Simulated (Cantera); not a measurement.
Feed: 1 mol BF₃, 36 mol N₂, 160 mol H₂, equilibrated at 13300 Pa.

These are equilibrium values from Cantera (NASA tables, ideal gas, pure condensed phases), not measurements of a reactor. Candidate condensed phases: B, BN; 31 gas species. N₂ is the only nitrogen source here; it is nearly inert below about 1500 K, so the nitride shown seldom forms there in practice. The tables' values for BF₂, BH₂ are old estimates; treat these amounts as uncertain. Kinetics and transport are ignored.

x: gas mole fraction; n: condensed amount in mol.

```json
[
 {"T (K)": "973", "x H₂": "0.810", "x N₂": "0.182", "x H": "2.67e-9", "x HF": "0.00419", "n BN(s)": "0.275"},
 {"T (K)": "1123", "x H₂": "0.809", "x N₂": "0.182", "x H": "(withheld)", "x HF": "(withheld)", "n BN(s)": "(withheld)"},
 {"T (K)": "1273", "x H₂": "0.809", "x N₂": "0.182", "x H": "1.76e-6", "x HF": "0.00708", "n BN(s)": "0.462"},
 {"T (K)": "1423", "x H₂": "0.808", "x N₂": "0.181", "x H": "1.64e-5", "x HF": "0.00826", "n BN(s)": "0.535"},
 {"T (K)": "1573", "x H₂": "0.807", "x N₂": "0.181", "x H": "0.000100", "x HF": "0.00917", "n BN(s)": "0.584"},
 {"T (K)": "1723", "x H₂": "0.807", "x N₂": "0.181", "x H": "0.000449", "x HF": "0.00967", "n BN(s)": "0.583"},
 {"T (K)": "1873", "x H₂": "0.805", "x N₂": "0.181", "x H": "0.00159", "x HF": "0.00928", "n BN(s)": "0.424"},
 {"T (K)": "2023", "x H₂": "0.801", "x N₂": "0.182", "x H": "(withheld)", "x HF": "(withheld)", "n BN(s)": "0"},
 {"T (K)": "2173", "x H₂": "0.793", "x N₂": "0.181", "x H": "0.0118", "x HF": "0.00906", "n BN(s)": "0"},
 {"T (K)": "2323", "x H₂": "0.780", "x N₂": "0.179", "x H": "0.0263", "x HF": "0.00950", "n BN(s)": "0"}
]
```

Question: Fill in the missing entries.

Answer: 
- 2023, x H: 0.00465
- 2023, x HF: 0.00802
- 1123, x H: 1.05e-7
- 1123, x HF: 0.00570
- 1123, n BN(s): 0.373
